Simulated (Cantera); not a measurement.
Input: 1 mol CF4, 0.35 mol HCl, 3.7 mol H2, held at 11.0 Pa.

These are equilibrium values from Cantera (NASA tables, ideal gas, pure condensed phases), not measurements of a reactor. Candidate condensed phases: C, C6H6, C7H8, C8H18; 118 gas species. Equilibrium is a limit: real reactors are often held back by kinetics, nucleation or transport.

x: gas mole fraction; nothing condenses.

| T (°C) | x H | x HF | x F | x C | x Cl | x C3 |
|---|---|---|---|---|---|---|
| 2427 | 0.471 | 0.358 | 0.0755 | 0.0135 | 0.0374 | 0.0277 |
| 2477 | 0.489 | … | … | … | 0.0362 | … |
| 2527 | 0.507 | 0.265 | 0.134 | 0.0248 | 0.0349 | 0.0204 |
| 2577 | 0.524 | … | … | … | 0.0334 | … |
| 2627 | 0.539 | 0.170 | 0.194 | 0.0404 | 0.0320 | 0.0122 |
| 2677 | 0.551 | 0.130 | 0.220 | 0.0489 | 0.0308 | 0.00843 |
| 2727 | 0.561 | 0.0964 | 0.241 | 0.0568 | 0.0297 | 0.00532 |
| 2777 | 0.569 | 0.0706 | 0.258 | 0.0633 | 0.0289 | 0.00306 |
| 2827 | 0.574 | 0.0512 | 0.270 | 0.0681 | 0.0283 | 0.00162 |
| 2877 | 0.579 | 0.0370 | 0.280 | 0.0712 | 0.0278 | 0.000811 |
| 2927 | 0.582 | 0.0267 | 0.287 | 0.0731 | 0.0275 | 0.000395 |
| 2977 | 0.585 | 0.0194 | 0.292 | 0.0742 | 0.0273 | 0.000191 |

**Question.** What belongs in the gaps?

**Answer.** 
- 2577, x HF: 0.216
- 2577, x F: 0.165
- 2577, x C: 0.0322
- 2577, x C3: 0.0163
- 2477, x HF: 0.314
- 2477, x F: 0.103
- 2477, x C: 0.0186
- 2477, x C3: 0.0243
